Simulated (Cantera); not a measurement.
## Sublimation and decomposition of ceramics: SiO2 + C + N2

A closed system holds: 1 mol SiO2, 0.0085 mol C, 0.054 mol N2, held at 1723.15 K and 0.0825 Torr.

Cantera equilibrium calculation (NASA polynomials, part measured and part estimated; ideal gas, pure solids and liquids). Candidate condensed phases: C, Si, SiC, SiO2, Si2N2O, Si3N4; 34 gas species. The tables hold silica as quartz up to 1696 K and as liquid above; real silica turns to tridymite and cristobalite and melts near 1996 K. Kinetics and transport are ignored.

* **x(N2)**: 0.760
* **x(SiO)**: 0.121
* **x(CO)**: 0.118
* **x(CO2)**: 0.00116
* **x(SiO2)**: 8.81e-6
* **n(SiO2(condensed))**: 0.991 mol
* **gas amount**: 0.07108 mol
* **log10 activity of Si(l) (absent)**: -6.21
* **log10 activity of C(graphite) (absent)**: -6.79
